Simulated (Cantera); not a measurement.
A perfectly stirred reactor is fed with 0.153 % C2H6, 99.8 % N2, at 750 Torr; it is held at 1350 K, and followed from long to short residence time.

Model: GRI-Mech 3.0 (53 species, 325 reactions), integrated in Cantera. GRI-Mech 3.0 stops at C3 and has no aromatics, soot or wall deposition, so with more carbon than oxygen in the feed, carbon stays in small species such as C2H2 where larger ones or solid carbon would form.

x: mole fraction; the columns are a selection and need not sum to one.

```csv
τ (s),x C2H6,x CH2,x CH3,x CH4,x C2H4
11,5.29e-6,2.33e-10,2.30e-6,[?],2.97e-5
4.4,9.57e-6,4.35e-10,3.02e-6,[?],5.07e-5
1.8,1.66e-5,7.96e-10,3.86e-6,[?],8.39e-5
0.75,2.81e-5,1.43e-9,4.86e-6,[?],0.000134
0.31,4.78e-5,2.60e-9,6.14e-6,[?],0.000212
0.13,8.22e-5,4.66e-9,7.84e-6,[?],0.000323
0.054,0.000146,8.38e-9,1.04e-5,[?],0.000471
0.022,0.000272,1.49e-8,1.43e-5,[?],0.000627
0.0092,0.000498,2.37e-8,1.98e-5,[?],0.000686
```

Question: Complete the blanks.

Answer: 
- 11, x CH4: 0.000727
- 4.4, x CH4: 0.000660
- 1.8, x CH4: 0.000577
- 0.75, x CH4: 0.000492
- 0.31, x CH4: 0.000412
- 0.13, x CH4: 0.000343
- 0.054, x CH4: 0.000283
- 0.022, x CH4: 0.000221
- 0.0092, x CH4: 0.000154
